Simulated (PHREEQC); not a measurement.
Solution (10 °C): 0.062 mol Cu(NO3)2, 0.13 mol H2SO4 and 0.17 mol NaCl per kg of water. Closed to the air; pH follows from the charge balance.

All values are PHREEQC results (ion-association model, wateq4f.dat), not measurements.

This is a speciation only: nothing precipitates in the calculation.

Question: Predict the pH, activity of water, ionic strength.

Answer: pH 0.87; activity of water 0.986; ionic strength 0.514 mol/kgw.

Question: In which forms is Na present?

Answer: Na+ 97 %, NaSO4- 2.7 % of the Na.

Species that the database lacks are ignored. Constants without temperature data keep their 25 °C values here.
